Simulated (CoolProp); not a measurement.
A closed Brayton cycle with nitrogen: compressor inlet 320.15 K and 5.7 MPa, high pressure 14.9 MPa, turbine inlet 690 K, compressor efficiency 0.85, turbine efficiency 0.85, recuperator effectiveness 0 (on enthalpy, no pinch check). Each further row changes one setting.

Values from CoolProp's reference Helmholtz-energy equation of state, Span 2000.

```tsv
case	thermal efficiency (%)	net work (kJ/kg)	compressor to turbine work	compressor exit (K)	turbine exit (K)
as stated	9.1	25.3	0.84	440.7	553.1
turbine inlet 640 K	6.3	14.0	0.90	440.7	511.7
compressor inlet 330.15 K	8.0	21.0	0.86	454.3	553.1
high pressure 12.7 MPa	8.8	26.5	0.80	418.3	573.7
recuperator effectiveness 0.5	11.6	25.3	0.84	440.7	553.1
```
